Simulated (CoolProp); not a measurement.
Ethylene along the isotherm 171.5 K: fugacity coefficient from the reference equation and from simpler models built on Tc = 282.4 K, pc = 50.42 bar, ω = 0.087; each cubic takes its own stable root.

Values from CoolProp's reference Helmholtz-energy equation of state, Smukala 2000.

```tsv
p (bar)	phase	reference
0.239	gas	0.9928
0.491	gas	0.9851
1.01	gas	0.9693
2.07	liquid	0.5361
4.25	liquid	0.2631
8.73	liquid	0.1301
17.9	liquid	0.06551
36.8	liquid	0.03402
75.6	liquid	0.01893
```

### Question
How far does each simpler model (Redlich-Kwong, Peng-Robinson) lie from the reference over these 9 states: mean and median of the absolute difference, and the worst?

### Answer
- Redlich-Kwong: mean 2.1 %, median 2.8 %, worst +3.7 % at 171.5 K and 75.6 bar
- Peng-Robinson: mean 0.8 %, median 0.6 %, worst +1.5 % at 171.5 K and 2.07 bar
